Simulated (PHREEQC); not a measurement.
Consider water at 57 °C with 0.0039 mol/kgw FeSO4, 0.0078 mol/kgw CaCl2 and 0.00019 mol/kgw Na2SO4. Closed to the air; pH follows from the charge balance.

All values are PHREEQC results (ion-association model, wateq4f.dat), not measurements.

Q: The ionic strength comes out as 0.0328 mol/kgw. What activity coefficients do NaSO4-, H+, Cl-, FeCl+, Ca+2 get?

A: NaSO4- 0.84, H+ 0.86, Cl- 0.83, FeCl+ 0.84, Ca+2 0.51.

No solid was allowed to form. Complexes and solids missing from the database can't appear. Constants without temperature data keep their 25 °C values here.
